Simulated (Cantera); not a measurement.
A closed system holds: 1 mol SiCl4, a varied amount of C2H4, 4.3 mol H2, 0.19 mol C2H2, equilibrated at 1248.15 K and 14.0 mbar.

Method: chemical equilibrium by Gibbs-energy minimisation in Cantera with the NASA 1993 tables (ideal gas, pure condensed phases). Candidate condensed phases: C, C6H6, C7H8, C8H18, Si, SiC; 109 gas species. Equilibrium is a limit: real reactors are often held back by kinetics, nucleation or transport.

**Question.** What share of the Si ends up in condensed phases as a function of n(C2H4) (mol), at 0.048, 0.1, 0.16, 0.22, 0.27, 0.33, 0.39, 0.44, 0.5, 0.56?

**Answer.** 
```csv
n(C2H4) (mol),Si condensed (%),as
0.048,47.6,SiC(s)
0.1,58.0,SiC(s)
0.16,70.0,SiC(s)
0.22,75.2,SiC(s)
0.27,75.8,SiC(s)
0.33,76.6,SiC(s)
0.39,77.4,SiC(s)
0.44,78.1,SiC(s)
0.5,78.8,SiC(s)
0.56,79.5,SiC(s)
```
